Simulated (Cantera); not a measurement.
Input: 1 mol Fe₃O₄, 1.4 mol C, 4.9 mol H₂, equilibrated at 998.15 K and 38.0 mbar.

Method: chemical equilibrium by Gibbs-energy minimisation in Cantera with the NASA 1993 tables (ideal gas, pure condensed phases). Candidate condensed phases: C, C₆H₆, C₇H₈, C₈H₁₈, Fe, Fe(CO)₅, FeO, Fe(OH)₂, Fe(OH)₃, Fe₂O₃, Fe₃O₄, H₂O; 114 gas species. The tables' stoichiometric FeO is somewhat more stable than real wüstite, so its field is too wide. FeO: taken at fixed stoichiometry. Kinetics and transport are ignored.

Base state: H₂ 0.660, CO 0.177, H₂O 0.117, CO₂ 0.0455, CH₄ 2.48e-5 (mole fractions); condensed: Fe(α) + FeO(s).

What changes in the equilibrium state with this change: temperature from 998.15 K to 2298 K?


| species | before | after |
|---|---|---|
| H₂ | 0.660 | 0.411 |
| H₂O | 0.117 | 0.199 |
| Fe | <1e-9 | 0.172 |
| H | 9.00e-9 | 0.0315 |
| CO₂ | 0.0455 | 0.0143 |
| CO | 0.177 | 0.165 |
| FeO | <1e-9 | 0.00309 |
| OH | <1e-9 | 0.00246 |
| Fe(OH)₂ | 1.27e-9 | 0.000248 |
| O | <1e-9 | 0.000128 |
| O₂ | <1e-9 | 2.60e-5 |
| Fe(α), mol | 1.43 | 0 |
| FeO(s), mol | 1.57 | 0 |
| Fe(l), mol | 0 | 0.747 |
| FeO(l), mol | 0 | 0.884 |
Each liquid is taken as pure. Mutual solubility and eutectic melting of coexisting phases are not modelled.

What changes in the equilibrium state with this change: C from 1.4 to 0.86 mol?


```tsv
species	before	after
H₂	0.660	0.722
H₂O	0.117	0.128
CO	0.177	0.119
CO₂	0.0455	0.0305
CH₄	2.48e-5	2.00e-5
Fe(α), mol	1.43	0.776
FeO(s), mol	1.57	2.22
```
